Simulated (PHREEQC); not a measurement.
Make-up at 20 °C: 0.26 mol/kgw KOH and 0.0002 mol/kgw (CH3)4NCl. Closed to the air; pH follows from the charge balance.

The numbers come from PHREEQC with the ion-association model, phreeqc.dat.

```yaml
pH: 13.42
ionic_strength: 0.260 mol/kgw
activity_of_water: 0.991
specific_conductance: 48300 µS/cm
density: 1.011 g/cm³
total_alkalinity: 260 meq/kg
```

```tsv
species	molality	activity	log γ
OH-	0.260	0.179	-0.163
K+	0.260	0.180	-0.159
Cl-	0.000200	0.000140	-0.156
(CH3)4N+	0.000200	0.000140	-0.155
```

This is a speciation only: nothing precipitates in the calculation. Species that the database lacks are ignored. (CH3)4N+ isn't in the database: it is added as a free cation with an ion size of 4 Å.
